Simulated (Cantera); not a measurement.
Input: 1 mol CH₃SiH₃, 0.011 mol CH₄, 5.6 mol H₂, at 110 Pa.

Method: chemical equilibrium by Gibbs-energy minimisation in Cantera with the NASA 1993 tables (ideal gas, pure condensed phases). Candidate condensed phases: C, C₆H₆, C₇H₈, C₈H₁₈, Si, SiC; 87 gas species. The feed counts by its element totals alone. The numbers say what is thermodynamically allowed, not how fast it happens. All values below are at 1202 °C.

Base state: H₂ 1.000, H 0.000391 (mole fractions); condensed: C(graphite) + SiC(s).

**Question.** What changes in the equilibrium state with this change: 0.013 mol O₂ added?

**Answer.** 
```tsv
species	before	after
H₂	1.000	0.997
CO	0	0.00214
SiO	0	0.000867
H	0.000391	0.000390
C(graphite), mol	0.0109	0
SiC(s), mol	1.00	0.992
```
Further candidate phases: H₂O, SiO₂.
